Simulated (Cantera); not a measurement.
Moist CO burnout

An isothermal, constant-pressure homogeneous reactor starts with 0.215 % CO, 1.08 % O2, 0.977 % H2O, 97.7 % N2, at 900 K and 4.74 atm.

Detailed kinetics in Cantera: GRI-Mech 3.0 (53 species, 325 reactions).

```
t (s)         x CO    x O2    x H2O    x NO       x H
--------  --------  ------  -------  ------  --------
8.00e-5    0.00215  0.0108  0.00977  <1e-12    <1e-12
0.000360   0.00215  0.0108  0.00977  <1e-12    <1e-12
0.00162    0.00215  0.0108  0.00977  <1e-12    <1e-12
0.00727    0.00215  0.0108  0.00977  <1e-12    <1e-12
0.0327     0.00215  0.0108  0.00977  <1e-12    <1e-12
0.147      0.00215  0.0108  0.00977  <1e-12    <1e-12
0.660      0.00215  0.0108  0.00977  <1e-12  2.99e-12
2.97       0.00211  0.0107  0.00977  <1e-12  8.12e-11
13.3       0.00171  0.0105  0.00977  <1e-12  8.61e-11
60.0      0.000749  0.0101  0.00978  <1e-12  3.16e-11
```
x: mole fraction; the columns are a selection and need not sum to one.

Equilibrium at this temperature and pressure: CO <1e-12, O2 0.00968, H2O 0.00978, NO 2.22e-6, H <1e-12 (gas phase only).
